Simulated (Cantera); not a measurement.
Equilibrium for carbothermic reduction: Cu2O + C + CO

A closed system holds: 1 mol Cu2O, 2.3 mol C, 0.16 mol CO, at 0.133 bar.

Equilibrium computed with Cantera from the NASA thermochemical tables; the gas is ideal and each condensed phase is pure. Candidate condensed phases: C, Cu, CuO, Cu2O; 15 gas species. The numbers say what is thermodynamically allowed, not how fast it happens.

```
T (K)   x CO    x Cu     x Cu2    x CO2      x C3       x C      x C2    x C2O  n C(graphite)  n Cu(l)
-----  -----  ------  --------  -------  --------  --------  --------  -------  -------------  -------
1948   0.980  0.0197   6.77e-5  4.23e-6  5.57e-11  7.23e-11  4.68e-12  1.01e-9           1.30     1.98
2023   0.960  0.0399  0.000178  2.82e-6  3.64e-10  3.73e-10  3.09e-11  2.49e-9           1.30     1.95
2098   0.923  0.0768  0.000436  1.86e-6   2.07e-9   1.71e-9  1.78e-10  5.66e-9           1.30     1.90
2173   0.858   0.141  0.000998  1.18e-6   1.04e-8   7.04e-9  9.05e-10  1.17e-8           1.30     1.81
2248   0.749   0.249   0.00215  6.73e-7   4.69e-8   2.64e-8   4.13e-9  2.16e-8           1.30     1.61
2323   0.573   0.422   0.00441  3.02e-7   1.91e-7   9.09e-8   1.70e-8  3.32e-8           1.30     1.13
2398   0.370   0.623   0.00698  9.77e-8   7.11e-7   2.89e-7   6.43e-8  4.12e-8           1.30        0
```
x: gas mole fraction; n: condensed amount in mol.

From 1948 K to 2323 K the condensed part is C(graphite) + Cu(l). At 2398 K the condensed part is C(graphite). The main Cu-bearing gas is Cu throughout. The share of Cu in condensed phases is highest at 1948 K (98.8 %) and lowest at 2398 K (0.0 %).
